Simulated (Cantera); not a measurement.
Charge: 1 mol B2O3, 0.77 mol BCl3, 0.17 mol O2, 0.86 mol Cl2, equilibrated at 775 K and 290 Pa.

Method: chemical equilibrium by Gibbs-energy minimisation in Cantera with the NASA 1993 tables (ideal gas, pure condensed phases). Candidate condensed phases: B, B2O3; 18 gas species. Kinetics and transport are ignored.

Question: What is the equilibrium state?

Answer: 
```
Quantity                             Value
-------------------------------  ---------
x(Cl2)                               0.688
x(BCl3)                              0.280
x(B3O3Cl3)                          0.0317
x(Cl)                              7.91e-5
n(B2O3(l))                        1.06 mol
gas amount                       1.743 mol
log10 activity of B(s) (absent)     -23.57
```
